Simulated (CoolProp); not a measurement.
The numbers come from the reference Helmholtz-energy equation of state, Thol 2021 in CoolProp.

### Question
Give the vapour pressure (bar), liquid density (kg/m³), vapour density (kg/m³) of saturated chlorine at 47.05 °C.

### Answer
```csv
T (°C),p (bar),liquid density (kg/m³),vapour density (kg/m³)
47.05,13.5,1320,42.6
```
